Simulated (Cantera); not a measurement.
A perfectly stirred reactor is fed with 68.5 % CH₄, 31.5 % H₂O, at 100000 Pa; it is held at 1975 K, and followed from long to short residence time.

Cantera simulation using GRI-Mech 3.0 (53 species, 325 reactions); the numbers are that mechanism's predictions, not measurements. GRI-Mech 3.0 stops at C3 and has no aromatics, soot or wall deposition, so with more carbon than oxygen in the feed, carbon stays in small species such as C2H2 where larger ones or solid carbon would form.

x: mole fraction; the columns are a selection and need not sum to one.

```tsv
τ (s)	x CH₄	x H₂O	x HCO	x C₂H₄	x O	x CH₂	x H₂
22	0.00370	0.000282	7.08e-8	0.000521	2.58e-11	(withheld)	0.746
9.1	0.00405	0.000676	7.07e-8	0.000522	6.18e-11	(withheld)	0.745
3.8	0.00477	0.00160	7.03e-8	0.000524	1.46e-10	(withheld)	0.744
1.6	0.00613	0.00369	6.95e-8	0.000528	3.36e-10	(withheld)	0.741
0.65	0.00859	0.00856	6.78e-8	0.000541	7.70e-10	(withheld)	0.736
0.27	0.0125	0.0183	6.50e-8	0.000571	1.61e-9	(withheld)	0.726
0.11	0.0185	0.0362	6.15e-8	0.000633	3.08e-9	(withheld)	0.708
0.046	0.0273	0.0627	5.98e-8	0.000741	5.05e-9	(withheld)	0.681
0.019	0.0405	0.0970	6.43e-8	0.000927	7.33e-9	(withheld)	0.645
0.0078	0.0606	0.134	8.06e-8	0.00127	9.54e-9	(withheld)	0.602
0.0032	0.0916	0.168	1.13e-7	0.00199	1.15e-8	(withheld)	0.553
```

**Question.** Fill in the missing entries.

**Answer.** 
- 22, x CH₂: 2.38e-7
- 9.1, x CH₂: 2.62e-7
- 3.8, x CH₂: 3.11e-7
- 1.6, x CH₂: 4.05e-7
- 0.65, x CH₂: 5.79e-7
- 0.27, x CH₂: 8.60e-7
- 0.11, x CH₂: 1.31e-6
- 0.046, x CH₂: 1.97e-6
- 0.019, x CH₂: 2.90e-6
- 0.0078, x CH₂: 4.11e-6
- 0.0032, x CH₂: 5.60e-6
